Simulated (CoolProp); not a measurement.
Properties of C2F6 (R116) along the isobar 0.101 MPa (Tc = 19.9 °C, pc = 3.048 MPa, ω = 0.257).

Values from CoolProp's reference Helmholtz-energy equation of state, Lemmon 2006. It is a short technical equation, of lower accuracy than the large ones.

| T (°C) | phase | density (kg/m³) | cv (kJ/(kg K)) | Prandtl number |
|---|---|---|---|---|
| -78.75 | liquid | 1608 | 0.6282 | 5.27 |
| -71.55 | gas | 8.662 | 0.5500 | 0.746 |
| -64.35 | gas | 8.323 | 0.5624 | 0.744 |
| -57.05 | gas | 8.009 | ___ | 0.742 |
| -49.85 | gas | 7.724 | 0.5877 | 0.741 |
| -42.65 | gas | ___ | 0.6002 | ___ |
| -35.45 | gas | 7.216 | 0.6126 | 0.739 |
| -28.15 | gas | 6.985 | ___ | 0.739 |

Problem. What belongs in the gaps?

Solution. 
- -57.05, cv (kJ/(kg K)): 0.5751
- -42.65, density (kg/m³): 7.461
- -42.65, Prandtl number: 0.740
- -28.15, cv (kJ/(kg K)): 0.6252

Viscosity comes from a separate model (Huber 2003), an estimate that may be off by 10 % or more. Thermal conductivity comes from a separate model (Huber 2003), an estimate that may be off by 10 % or more.
